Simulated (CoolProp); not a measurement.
Vapour-liquid equilibrium of CF4 (R14) (1) + CHF3 (R23) (2) at 199.2 K; x and y are mole fractions of (1).

Computed with CoolProp (multi-fluid Helmholtz-energy mixture model, Platzer 1990 and Penoncello 2003; pair parameters Bell 2016). This equation is an older, rougher fit; its heat capacities, sound speeds and derivatives of the liquid may be far off and weren't checked against measurements.

```json
[
 {"x": "0.05", "bubble pressure, mixture model (bar)": "3.464", "bubble pressure, Raoult's law (bar)": "2.256", "y, mixture model": "0.544", "y, Raoult's law": "0.334"},
 {"x": "0.15", "bubble pressure, mixture model (bar)": "6.447", "bubble pressure, Raoult's law (bar)": "3.606", "y, mixture model": "0.759", "y, Raoult's law": "0.627"},
 {"x": "0.25", "bubble pressure, mixture model (bar)": "8.509", "bubble pressure, Raoult's law (bar)": "4.957", "y, mixture model": "0.822", "y, Raoult's law": "0.761"},
 {"x": "0.35", "bubble pressure, mixture model (bar)": "9.883", "bubble pressure, Raoult's law (bar)": "6.307", "y, mixture model": "0.851", "y, Raoult's law": "0.837"},
 {"x": "0.45", "bubble pressure, mixture model (bar)": "10.82", "bubble pressure, Raoult's law (bar)": "7.657", "y, mixture model": "0.869", "y, Raoult's law": "0.886"},
 {"x": "0.55", "bubble pressure, mixture model (bar)": "11.52", "bubble pressure, Raoult's law (bar)": "9.008", "y, mixture model": "0.882", "y, Raoult's law": "0.921"},
 {"x": "0.65", "bubble pressure, mixture model (bar)": "12.17", "bubble pressure, Raoult's law (bar)": "10.36", "y, mixture model": "0.896", "y, Raoult's law": "0.947"},
 {"x": "0.75", "bubble pressure, mixture model (bar)": "12.86", "bubble pressure, Raoult's law (bar)": "11.71", "y, mixture model": "0.913", "y, Raoult's law": "0.966"},
 {"x": "0.85", "bubble pressure, mixture model (bar)": "13.67", "bubble pressure, Raoult's law (bar)": "13.06", "y, mixture model": "0.938", "y, Raoult's law": "0.982"},
 {"x": "0.95", "bubble pressure, mixture model (bar)": "14.59", "bubble pressure, Raoult's law (bar)": "14.41", "y, mixture model": "0.975", "y, Raoult's law": "0.995"}
]
```

The largest gap from Raoult's law is +78.8 % in bubble pressure, at x = 0.15. No azeotrope shows between x = 0.05 and 0.95.

The pair parameters rest on a limited set of measurements; away from them the model extrapolates. With so large a gap from Raoult's law the liquid may split in two, which this calculation doesn't test in full.
